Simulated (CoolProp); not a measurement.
Vapour-liquid equilibrium of R152A (1) + methanol (2) at 1.11 bar; x and y are mole fractions of (1).

The numbers come from the multi-fluid Helmholtz-energy mixture model, Outcalt 1996 and de Reuck 1993; pair parameters Bell 2016 in CoolProp.

```tsv
x	bubble temperature (K)	y at the bubble point	dew temperature at overall composition x (K)	liquid density (mol/L)
0.05	291.1	0.895	338.6	24.04
0.15	269.1	0.973	335.8	23.34
0.25	264.3	0.981	332.7	22.23
0.35	262.5	0.983	329.2	21.10
0.45	261.3	0.985	325.3	20.03
0.55	260.0	0.987	320.7	19.03
0.65	258.5	0.989	315.1	18.10
0.75	256.7	0.992	308.0	17.22
0.85	254.6	0.995	297.8	16.40
0.95	252.4	0.998	278.4	15.62
```

No azeotrope shows between x = 0.05 and 0.95.

Pair parameters are fitted to limited data, so mixtures are less certain than the pure fluids. With so large a gap from Raoult's law the liquid may split in two, which this calculation doesn't test in full.
